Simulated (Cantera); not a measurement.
Charge: 1 mol PbS, 0.48 mol H₂, equilibrated at 14000 Pa.

These are equilibrium values from Cantera (NASA tables, ideal gas, pure condensed phases), not measurements of a reactor. Candidate condensed phases: Pb, PbS, S; 10 gas species. Mutual solubility and eutectic melting of coexisting phases are not modelled. Gases not in the tables: S₃ to S₇. Equilibrium is a limit: real reactors are often held back by kinetics, nucleation or transport.

x: gas mole fraction; n: condensed amount in mol.

```csv
T (°C),x H₂,x PbS,x H₂S,x Pb,x S₂,n Pb(l),n PbS(s)
452,0.999,2.55e-8,0.000564,2.41e-8,<1e-12,0.000271,1.000
502,0.999,?,?,?,?,?,0.999
552,0.997,2.26e-6,0.00259,1.02e-6,2.71e-11,0.00124,0.999
602,0.995,1.43e-5,0.00483,4.82e-6,4.19e-10,0.00232,0.998
652,0.992,7.36e-5,0.00837,1.91e-5,4.79e-9,0.00401,0.996
702,0.986,0.000319,0.0136,6.55e-5,4.25e-8,0.00651,0.993
752,0.978,0.00119,0.0210,0.000199,3.03e-7,0.0100,0.989
802,0.965,0.00391,0.0308,0.000542,1.79e-6,0.0146,0.983
852,0.944,?,?,?,?,?,0.973
902,0.908,0.0307,0.0576,0.00311,3.93e-5,0.0271,0.956
952,0.846,0.0754,0.0722,0.00668,0.000151,0.0344,0.923
1002,0.732,0.172,0.0820,0.0135,0.000523,0.0411,0.850
1052,0.530,0.367,0.0760,0.0257,0.00164,0.0426,0.646
```

Task: What belongs in the gaps?

Result: 
- 502, x PbS: 2.78e-7
- 502, x H₂S: 0.00127
- 502, x Pb: 1.78e-7
- 502, x S₂: 1.22e-12
- 502, n Pb(l): 0.000611
- 852, x PbS: 0.0115
- 852, x H₂S: 0.0432
- 852, x Pb: 0.00135
- 852, x S₂: 9.01e-6
- 852, n Pb(l): 0.0204
